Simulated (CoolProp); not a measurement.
Vapour-liquid equilibrium of sulfur dioxide (1) + toluene (2) at 0.453 MPa; x and y are mole fractions of (1).

The numbers come from the multi-fluid Helmholtz-energy mixture model, Gao 2016 and Lemmon 2006; pair parameters Bell 2016 in CoolProp.

Question: Give the bubble temperature and the first vapour's composition at x = 0.5, 0.725, 0.95. Is there an azeotrope?

Answer: x = 0.5: 326.5 K, y = 0.982; x = 0.725: 313.0 K, y = 0.994; x = 0.95: 304.2 K, y = 0.999. No azeotrope shows between x = 0.05 and 0.95.

Pair parameters are fitted to limited data, so mixtures are less certain than the pure fluids.
